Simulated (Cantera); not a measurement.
## Thermodynamics of carbon deposition, reforming and gasification, feed C2H2 + NH3 + O2

Input: 1 mol C2H2, 1.8 mol NH3, a varied amount of O2, held at 2823.15 K and 0.0100 bar.

These are equilibrium values from Cantera (NASA tables, ideal gas, pure condensed phases), not measurements of a reactor. Candidate condensed phases: C, C6H6, C7H8, C8H18, H2O; 136 gas species. Equilibrium is a limit: real reactors are often held back by kinetics, nucleation or transport.

| n(O2) (mol) | x H | x H2 | x CO | x N2 | x HCN | x C2H2 (acetylene) | n C(graphite) |
|---|---|---|---|---|---|---|---|
| 0.17 | 0.481 | 0.294 | 0.0517 | 0.119 | 0.0271 | 0.0106 | 1.16 |
| 0.24 | 0.474 | 0.286 | 0.0713 | 0.116 | 0.0264 | 0.0103 | 1.02 |
| 0.32 | 0.466 | 0.276 | 0.0926 | 0.113 | 0.0256 | 0.00995 | 0.855 |
| 0.39 | 0.460 | 0.269 | 0.110 | 0.111 | 0.0250 | 0.00967 | 0.714 |
| 0.47 | 0.452 | 0.260 | 0.130 | 0.108 | 0.0243 | 0.00937 | 0.552 |
| 0.54 | 0.446 | 0.253 | 0.146 | 0.106 | 0.0237 | 0.00912 | 0.411 |
| 0.62 | 0.440 | 0.246 | 0.164 | 0.104 | 0.0231 | 0.00885 | 0.250 |
| 0.69 | 0.434 | 0.239 | 0.179 | 0.102 | 0.0226 | 0.00862 | 0.108 |
| 0.77 | 0.429 | 0.234 | 0.195 | 0.100 | 0.0207 | 0.00739 | 0 |
| 0.84 | 0.427 | 0.232 | 0.209 | 0.101 | 0.0165 | 0.00463 | 0 |
| 0.92 | 0.426 | 0.230 | 0.224 | 0.103 | 0.0101 | 0.00172 | 0 |
| 0.99 | 0.425 | 0.229 | 0.237 | 0.107 | 0.00167 | 4.50e-5 | 0 |
x: gas mole fraction; n: condensed amount in mol.

From 0.17 mol O2 to 0.69 mol O2 the condensed part is C(graphite). From 0.77 mol O2 to 0.99 mol O2 nothing is condensed. The main C-bearing gas is CO throughout.
